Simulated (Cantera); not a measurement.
A Cantera script and its output.

```python
import numpy as np
import cantera as ct

gas = ct.Solution("gri30.yaml")
gas.TPX = 1625, 1000000, {'CH4': 1, 'O2': 0.87, 'N2': 3.83, 'H2O': 0.32}
reactor = ct.IdealGasConstPressureReactor(gas, energy="on", clone=False)
net = ct.ReactorNet([reactor])
net.rtol, net.atol = 1e-08, 1e-16
show = ['CH4', 'O2', 'C2H4', 'NO', 'CH3', 'CH2']
times = np.geomspace(4e-06, 1, 11)

steps = ct.SolutionArray(gas, extra=["t"])
rows = []
print(f"{'t/s':>10s}{'T/K':>9s}{'P/Pa':>11s}" + "".join(f"{s:>11s}" for s in show))
for t in times:
    while net.time < t:
        t_next = net.step()
        steps.append(gas.state, t=t_next)
    rows.append([np.interp(t, steps.t, y) for y in (steps.T, steps.P, *steps(*show).X.T)])
    print(f"{t:10.3e}{rows[-1][0]:9.1f}{rows[-1][1]:11.4g}" + "".join(f"{x:11.3e}" for x in rows[-1][2:]))
rate = np.gradient(steps.T, steps.t)
print("integrator steps:", len(steps.t))
if steps.T.max() > steps.T[0] + 200:
    print(f"time of steepest temperature rise: {steps.t[rate.argmax()]:.4e} s")
gas.TPX = 1625, 1000000, {'CH4': 1, 'O2': 0.87, 'N2': 3.83, 'H2O': 0.32}
gas.equilibrate("HP")
print(f"equilibrium (HP): T = {gas.T:.1f} K  " + "  ".join(f"{s} {gas[s].X[0]:.3e}" for s in show))
```

It prints:

```
       t/s      T/K       P/Pa        CH4         O2       C2H4         NO        CH3        CH2
 4.000e-06   1624.8      1e+06  1.660e-01  1.445e-01  2.495e-07  1.071e-13  7.730e-05  3.308e-10
 1.386e-05   1625.4      1e+06  1.654e-01  1.442e-01  1.364e-05  1.175e-12  2.459e-04  3.089e-09
 4.804e-05   1637.7      1e+06  1.609e-01  1.419e-01  2.943e-04  1.378e-11  4.633e-04  1.498e-08
 1.665e-04   2415.7      1e+06  2.159e-03  9.958e-07  2.215e-05  3.299e-05  5.183e-04  1.230e-05
 5.771e-04   2396.2      1e+06  1.598e-05  6.066e-07  2.413e-08  1.260e-04  3.300e-06  5.772e-08
 2.000e-03   2396.4      1e+06  3.342e-09  6.153e-07  7.752e-15  8.203e-05  6.987e-10  1.263e-11
 6.931e-03   2396.7      1e+06  3.205e-09  6.180e-07  7.381e-15  3.725e-05  6.710e-10  1.210e-11
 2.402e-02   2396.8      1e+06  3.188e-09  6.186e-07  7.337e-15  2.716e-05  6.677e-10  1.203e-11
 8.326e-02   2396.8      1e+06  3.188e-09  6.187e-07  7.336e-15  2.701e-05  6.677e-10  1.203e-11
 2.885e-01   2396.8      1e+06  3.188e-09  6.187e-07  7.336e-15  2.701e-05  6.677e-10  1.203e-11
 1.000e+00   2396.8      1e+06  3.188e-09  6.187e-07  7.336e-15  2.701e-05  6.677e-10  1.203e-11
integrator steps: 1968
time of steepest temperature rise: 1.1411e-04 s
equilibrium (HP): T = 2396.8 K  CH4 3.598e-09  O2 6.187e-07  C2H4 8.238e-15  NO 2.701e-05  CH3 7.536e-10  CH2 1.349e-11
```

Model: GRI-Mech 3.0 (53 species, 325 reactions), integrated in Cantera.
